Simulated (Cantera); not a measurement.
Input: 1 mol MgO, 2 mol HCl, held at 160 Pa.

These are equilibrium values from Cantera (NASA tables, ideal gas, pure condensed phases), not measurements of a reactor. Candidate condensed phases: H2O, Mg, MgCl2, MgO, Mg(OH)2; 22 gas species. Equilibrium is a limit: real reactors are often held back by kinetics, nucleation or transport.

log p: log10 of the partial pressure in bar; n: condensed amount in mol.

```
T (K)  log p HCl  log p MgCl2  log p H2O  log p Cl  log p H2  log p H  log p OH  n MgO(s)
-----  ---------  -----------  ---------  --------  --------  -------  --------  --------
1123       -2.81        -4.76      -4.76     -6.73     -6.99   -10.87         ?     0.978
1198       -2.81        -4.56      -4.56     -6.30     -6.58   -10.01         ?     0.965
1273       -2.82        -4.38      -4.38     -5.93     -6.22    -9.26         ?     0.948
1348       -2.83        -4.23      -4.23     -5.60     -5.89    -8.58         ?     0.926
1423       -2.84        -4.10      -4.10     -5.31     -5.60    -7.98         ?     0.901
1498       -2.86        -3.99      -3.99     -5.05     -5.34    -7.44         ?     0.871
1573       -2.88        -3.89      -3.89     -4.81     -5.11    -6.95         ?     0.839
1648       -2.90        -3.81      -3.81     -4.60     -4.91    -6.50         ?     0.805
1723       -2.93        -3.74      -3.74     -4.42     -4.72    -6.10         ?     0.771
1798       -2.96        -3.69      -3.69     -4.25     -4.55    -5.73         ?     0.737
1873       -2.99        -3.64      -3.64     -4.10     -4.41    -5.39         ?     0.705
1948       -3.03        -3.61      -3.61     -3.96     -4.28    -5.09         ?     0.675
```

Question: Fill in the missing entries.

Answer: 
- 1123, log p OH: -10.92
- 1198, log p OH: -10.09
- 1273, log p OH: -9.36
- 1348, log p OH: -8.71
- 1423, log p OH: -8.14
- 1498, log p OH: -7.63
- 1573, log p OH: -7.17
- 1648, log p OH: -6.76
- 1723, log p OH: -6.38
- 1798, log p OH: -6.05
- 1873, log p OH: -5.74
- 1948, log p OH: -5.46
